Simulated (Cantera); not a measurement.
## Si₃H₈ + H₂ + HCl (silicon epitaxy and polysilicon growth)

A closed system holds: 1 mol Si₃H₈, 57 mol H₂, 4 mol HCl, held at 1.00 bar.

These are equilibrium values from Cantera (NASA tables, ideal gas, pure condensed phases), not measurements of a reactor. Candidate condensed phases: Si; 19 gas species. The feed counts by its element totals alone. The tables' values for SiCl₃, SiCl are old estimates; treat these amounts as uncertain. Gases not in the tables: Si₂H₆ and higher silanes. Kinetics and transport are ignored.

From 600 °C to 1400 °C the condensed part is Si(s). At 1500 °C the condensed part is Si(l). The main Si-bearing gas is SiHCl₃ at 600 °C and SiCl₂ at 1500 °C. The share of Si in condensed phases is highest at 1500 °C (83.6 %) and lowest at 600 °C (61.8 %).

| T (°C) | x H₂ | x HCl | x SiHCl₃ | x SiCl₄ | x SiCl₂ | x SiCl₃ | n Si(s) | n Si(l) |
|---|---|---|---|---|---|---|---|---|
| 600 | 0.980 | 0.00184 | 0.00903 | 0.00793 | 4.40e-6 | 2.44e-5 | 1.85 | 0 |
| 700 | 0.978 | 0.00495 | 0.00837 | 0.00754 | 4.03e-5 | 0.000103 | 1.91 | 0 |
| 800 | 0.974 | 0.0108 | 0.00732 | 0.00661 | 0.000232 | 0.000309 | 2.01 | 0 |
| 900 | 0.967 | 0.0195 | 0.00575 | 0.00498 | 0.000898 | 0.000674 | 2.15 | 0 |
| 1000 | 0.959 | 0.0299 | 0.00374 | 0.00291 | 0.00241 | 0.00103 | 2.30 | 0 |
| 1100 | 0.953 | 0.0384 | 0.00187 | 0.00119 | 0.00446 | 0.00107 | 2.41 | 0 |
| 1200 | 0.949 | 0.0429 | 0.000743 | 0.000358 | 0.00610 | 0.000798 | 2.46 | 0 |
| 1300 | 0.947 | 0.0444 | 0.000277 | 9.81e-5 | 0.00706 | 0.000513 | 2.47 | 0 |
| 1400 | 0.947 | 0.0447 | 0.000109 | 2.86e-5 | 0.00762 | 0.000323 | 2.47 | 0 |
| 1500 | 0.946 | 0.0462 | 4.32e-5 | 9.00e-6 | 0.00725 | 0.000196 | 0 | 2.51 |
x: gas mole fraction; n: condensed amount in mol.
